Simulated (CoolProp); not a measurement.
Vapour-liquid equilibrium of o-xylene (1) + n-decane (2) at 542.6 K; x and y are mole fractions of (1).

The numbers come from the multi-fluid Helmholtz-energy mixture model, Zhou 2012 and Lemmon 2006; pair parameters Bell 2016 in CoolProp.

```json
[
 {"x": "0.05", "bubble pressure, mixture model (MPa)": "0.7229", "bubble pressure, Raoult's law (MPa)": "0.7260", "y, mixture model": "0.070", "y, Raoult's law": "0.082"},
 {"x": "0.15", "bubble pressure, mixture model (MPa)": "0.7667", "bubble pressure, Raoult's law (MPa)": "0.7749", "y, mixture model": "0.202", "y, Raoult's law": "0.230"},
 {"x": "0.25", "bubble pressure, mixture model (MPa)": "0.8122", "bubble pressure, Raoult's law (MPa)": "0.8238", "y, mixture model": "0.325", "y, Raoult's law": "0.361"},
 {"x": "0.35", "bubble pressure, mixture model (MPa)": "0.8591", "bubble pressure, Raoult's law (MPa)": "0.8727", "y, mixture model": "0.438", "y, Raoult's law": "0.477"},
 {"x": "0.45", "bubble pressure, mixture model (MPa)": "0.9072", "bubble pressure, Raoult's law (MPa)": "0.9216", "y, mixture model": "0.543", "y, Raoult's law": "0.581"},
 {"x": "0.55", "bubble pressure, mixture model (MPa)": "0.9564", "bubble pressure, Raoult's law (MPa)": "0.9705", "y, mixture model": "0.640", "y, Raoult's law": "0.675"},
 {"x": "0.65", "bubble pressure, mixture model (MPa)": "1.007", "bubble pressure, Raoult's law (MPa)": "1.019", "y, mixture model": "0.730", "y, Raoult's law": "0.759"},
 {"x": "0.75", "bubble pressure, mixture model (MPa)": "1.058", "bubble pressure, Raoult's law (MPa)": "1.068", "y, mixture model": "0.814", "y, Raoult's law": "0.836"},
 {"x": "0.85", "bubble pressure, mixture model (MPa)": "1.110", "bubble pressure, Raoult's law (MPa)": "1.117", "y, mixture model": "0.893", "y, Raoult's law": "0.906"},
 {"x": "0.95", "bubble pressure, mixture model (MPa)": "1.164", "bubble pressure, Raoult's law (MPa)": "1.166", "y, mixture model": "0.965", "y, Raoult's law": "0.970"}
]
```

The largest gap from Raoult's law is -1.6 % in bubble pressure, at x = 0.45. No azeotrope shows between x = 0.05 and 0.95.

The pair parameters rest on a limited set of measurements; away from them the model extrapolates.
